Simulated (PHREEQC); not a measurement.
Synthetic water in mmol/kgw, 25 °C, pH 6.23, pe 3:

| constituent | mmol/kgw |
|---|---|
| Na | 5.6 |
| K | 0.682 |
| Ca | 0.516 |
| Mg | 0.865 |
| Cl | 1.61 |
| S(6) | 0.919 |
| Alkalinity (meq/kgw) | 5.55 |
| Fe(2) | 0.09 |
| N(-3) | 0.055 |
| F | 0.00342 |
| Si | 0.164 |
| Mn(2) | 0.00838 |

Valence states are taken as typed.

All values are PHREEQC results (ion-association model, phreeqc.dat), not measurements.

This is a speciation only: nothing precipitates in the calculation.

Order these Ca species by the share of Ca that they hold, largest first: CaHCO3+, Ca+2, CaSO4.

Ca+2 (90 %), CaSO4 (5.6 %), CaHCO3+ (4.1 %)

Order these Mg species by the share of Mg that they hold, largest first: Mg+2, MgSO4, MgHCO3+.

Mg+2 (89 %), MgSO4 (7.3 %), MgHCO3+ (3.8 %)

The pH is 6.23 and the ionic strength 0.0109 mol/kgw. Saturation is exceeded, for instance for Siderite, Quartz (slow to form); the values hold only as long as no solid forms. Complexes and solids missing from the database can't appear. SiF6-2 is the database's only silicon fluoride. Fluoro complexes past AlF4- and FeF3 are missing from the database.
